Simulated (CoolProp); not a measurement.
The fluid at 293.15 K and 0.107 MPa expands adiabatically to 0.0136 MPa with isentropic efficiency 0.8. The same conditions are run with several fluids, on thermodynamics alone (safety and materials aside).

Values from CoolProp's reference Helmholtz-energy equation of state of each fluid (oxygen: Schmidt 1985; R125: Lemmon 2005; propane: Lemmon 2009; trans-2-butene: Lemmon 2005; R410A: Lemmon 2003). Blends and air are pseudo-pure fits.

```csv
fluid,work (kJ/kg),final temperature (K),final density (kg/m³)
oxygen,95.0,188.9,0.277
R125,30.2,251.3,0.784
propane,79.6,239.3,0.303
trans-2-butene,63.2,246.9,0.375
R410A,47.0,228.7,0.522
```
